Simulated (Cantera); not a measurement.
**Thermodynamics of sublimation and decomposition of ceramics, feed BN + H₂**

Charge: 1 mol BN, 0.024 mol H₂, held at 100000 Pa.

Method: chemical equilibrium by Gibbs-energy minimisation in Cantera with the NASA 1993 tables (ideal gas, pure condensed phases). Candidate condensed phases: B, BN; 15 gas species. Mutual solubility and eutectic melting of coexisting phases are not modelled. The tables' values for BH₂ are old estimates; treat these amounts as uncertain. Gases not in the tables: B₂H₆ and higher boranes. Kinetics and transport are ignored.

| T (K) | log p H₂ | log p N₂ | log p H | log p BH₂ | log p B | log p BN | log p BH | log p BH₃ | n BN(s) | n B(s) | n B(l) |
|---|---|---|---|---|---|---|---|---|---|---|---|
| 1748 | 0.00 | -4.79 | -3.64 | -4.56 | -9.47 | -11.50 | -8.65 | -5.28 | 1.000 | 0 | 0 |
| 1948 | 0.00 | -3.91 | -2.95 | -3.65 | -7.44 | -9.30 | -7.00 | -4.69 | 1.000 | 0 | 0 |
| 2148 | 0.00 | -3.04 | -2.38 | -2.99 | -5.88 | -7.52 | -5.74 | -4.30 | 1.000 | 0 | 0 |
| 2348 | -0.01 | -2.01 | -1.91 | -2.61 | -4.74 | -6.04 | -4.86 | -4.13 | 1.000 | 0.000414 | 0 |
| 2548 | -0.07 | -0.97 | -1.54 | -2.42 | -3.87 | -4.80 | -4.23 | -4.16 | 0.994 | 0 | 0.00572 |
| 2748 | -0.84 | -0.08 | -1.59 | -2.99 | -3.12 | -3.75 | -4.06 | -5.27 | 0.749 | 0 | 0.251 |
| 2948 | -1.49 | -0.03 | -1.62 | -3.46 | -2.49 | -3.19 | -3.90 | -6.20 | 0 | 0 | 0.998 |
log p: log10 of the partial pressure in bar; n: condensed amount in mol.

From 1748 K to 2148 K the condensed part is BN(s). At 2348 K the condensed part is B(s) + BN(s). From 2548 K to 2748 K the condensed part is B(l) + BN(s). At 2948 K the condensed part is B(l).
